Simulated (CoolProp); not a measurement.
Vapour-liquid equilibrium of R125 (1) + R1234yf (2) at -75.05 °C; x and y are mole fractions of (1).

Model: multi-fluid Helmholtz-energy mixture model, Lemmon 2005 and Lemmon 2022; pair parameters Bell 2023, in CoolProp.

Q: Give the bubble pressure and the first vapour's composition at x = 0.15, 0.45, 0.75. Is there an azeotrope?

A: x = 0.15: 9.978 kPa, y = 0.331; x = 0.45: 14.16 kPa, y = 0.692; x = 0.75: 18.28 kPa, y = 0.890. No azeotrope shows between x = 0.05 and 0.95.

Pair parameters are fitted to limited data, so mixtures are less certain than the pure fluids.
